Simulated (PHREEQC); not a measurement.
**Silver or lead bath with alkaline etch or developer**

Solution A (0.00013 mol Ag2SO4, 0.075 mol HF and 9.8e-05 mol Zn(NO3)2 per kg of water) is mixed with solution B (24 mmol/kgw NaOH and 0.65 mmol/kgw Na2SiO3) at 25 °C; shares are by mass of water, 1 kg in all. Oxygen is held at 0.21 atm. CO2 from the air is kept out. Solids allowed: Zn(OH)2-e, Zn4(OH)6SO4, Ag2O, Ag2SO4, Quartz, Mirabilite, Goslarite, ZnF2, Willemite. Others were left out.

All values are PHREEQC results (ion-association model, wateq4f.dat), not measurements.

Q: Predict pH, Si in solution (mol/kgw), Ag+ (mol/kgw), Zn+2 (mol/kgw) at share of solution B = 0, 0.6.

A: 
```tsv
share of solution B	pH	Si in solution (mol/kgw)	Ag+ (mol/kgw)	Zn+2 (mol/kgw)
0	2.19	0	0.000257	9.17e-5
0.6	3.22	0.000390	0.000101	3.47e-5
```

Species that the database lacks are ignored. wateq4f.dat counts part of the HF as a dimer, H2F2, which phreeqc.dat doesn't know; its constant is uncertain. SiF6-2 is the database's only silicon fluoride.
